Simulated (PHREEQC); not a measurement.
Make-up at 25 °C: 1.7 mmol/kgw Na2S and 56 mmol/kgw NaHCO3. Closed to the air; pH follows from the charge balance.

All values are PHREEQC results (ion-association model, phreeqc.dat), not measurements.

Precipitation was switched off in this run.

Question: What pH does the model give?

Answer: pH 8.49.

Question: In which forms is Na present?

Answer: Na+ 97 %, NaHCO3 1.9 %, NaCO3- 1.1 % of the Na.

Species that the database lacks are ignored.
